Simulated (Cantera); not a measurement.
An isothermal, constant-pressure homogeneous reactor starts with N2O = 1 (molar parts), at 1400 K and 0.133 bar. Integrator tolerance rtol = 1e-08.

Detailed kinetics in Cantera: GRI-Mech 3.0 (53 species, 325 reactions). GRI-Mech 3.0 was tuned for natural gas; its chemistry of N2O as a main component is partial and can be far from experiment. The temperature is held fixed by assumption; the heat of reaction is taken as removed at once.

**Question.** What does this change do: temperature 1400 to 1148 K?

**Answer.** 
```tsv
quantity	before	after
x(N2O) at 70.0 s	4.15e-6 (gas-phase equilibrium 1.80e-8)	0.106 (gas-phase equilibrium 3.66e-9)
x(NO2) at 70.0 s	0.000374 (gas-phase equilibrium 2.87e-6)	8.87e-5 (gas-phase equilibrium 1.51e-6)
x(O) at 70.0 s	1.37e-6 (gas-phase equilibrium 1.51e-6)	5.24e-7 (gas-phase equilibrium 1.26e-8)
x(N2) at 70.0 s	0.606 (gas-phase equilibrium 0.666)	0.572 (gas-phase equilibrium 0.667)
x(NO) at 70.0 s	0.122 (gas-phase equilibrium 0.000843)	0.0480 (gas-phase equilibrium 0.000150)
x(O2) at 70.0 s	0.272 (gas-phase equilibrium 0.333)	0.274 (gas-phase equilibrium 0.333)
```
The mechanism lacks the step 2 NO + O2 → 2 NO2, which can matter for NO2 below about 1400 K.
